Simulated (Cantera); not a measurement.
A perfectly stirred reactor is fed with 4.48 % C3H8, 18.7 % O2, 76.6 % N2, 0.287 % CO2, equivalence ratio 1.2, at 0.977 atm; it is adiabatic with a 323 K inlet, and is followed from long to short residence time, starting on the burning branch (τ in s: 0.1, 0.049, 0.023, 0.011, 0.0053, 0.0025, 0.0012, 0.00057, 0.00027, 0.00013, 6.1e-05).

Detailed kinetics in Cantera: GRI-Mech 3.0 (53 species, 325 reactions). GRI-Mech 3.0 was tuned for natural gas; its chemistry of propane as a main component is partial and can be far from experiment.

One state of this run: T (K) = 1982; x C3H8 = 9.35e-6; x O2 = 0.00450; x O = 0.00115; x H = 0.00724; x HO2 = 1.62e-6; x C2H = 2.86e-7. x: mole fraction; the columns are a selection and need not sum to one.

Problem. Which value of τ (s) does it belong to?
A. 0.10
B. 0.0012
C. 0.00027
D. 6.1e-5

Solution. B, 0.0012
